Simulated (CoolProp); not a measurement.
CF4 (R14) at 152.61 K and 1.5 MPa flows at 0.15 m/s in a round tube of 10 mm bore and 1.5 µm roughness, fully developed (64/Re and Nu = 3.66 if laminar; Colebrook and Gnielinski if turbulent). Each further row changes one setting.

Computed with CoolProp (reference Helmholtz-energy equation of state, Platzer 1990). This equation is an older, rougher fit; its heat capacities, sound speeds and derivatives of the liquid may be far off and weren't checked against measurements.

```csv
case,Reynolds number,Darcy friction factor,pressure drop (Pa/m),heat-transfer coefficient (W/(m² K)),mass flow (kg/h)
as stated,11300,0.0301,53.1,497,66.5
velocity 0.3 m/s,22700,0.0254,180,905,133
diameter 20 mm,22700,0.0253,22.3,450,266
```

Viscosity comes from a separate model (Huber 2003), an estimate that may be off by 10 % or more. Thermal conductivity comes from a separate model (Huber 2003), an estimate that may be off by 10 % or more.
